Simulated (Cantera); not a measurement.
A closed system holds: 1 mol B₂H₆, 0.61 mol N₂, at 13.3 mbar.

Equilibrium computed with Cantera from the NASA thermochemical tables; the gas is ideal and each condensed phase is pure. Candidate condensed phases: B, BN; 15 gas species. The feed counts by its element totals alone. N₂ is the only nitrogen source here; it is nearly inert below about 1500 K, so the nitride shown seldom forms there in practice. Mutual solubility and eutectic melting of coexisting phases are not modelled. Kinetics and transport are ignored.

Which condensed phases are stable at each of these points (T (K)): 775, 975, 1175, 1375, 1575, 1775, 1975, 2175, 2375?


```
T (K)  condensed phases  B condensed (%)
-----  ----------------  ---------------
775        B(s) + BN(s)            100.0
975        B(s) + BN(s)            100.0
1175       B(s) + BN(s)            100.0
1375       B(s) + BN(s)            100.0
1575       B(s) + BN(s)            100.0
1775       B(s) + BN(s)            100.0
1975       B(s) + BN(s)             99.9
2175       B(s) + BN(s)             99.8
2375               B(l)             99.2
```

From 775 K to 2175 K the condensed part is B(s) + BN(s). At 2375 K the condensed part is B(l).
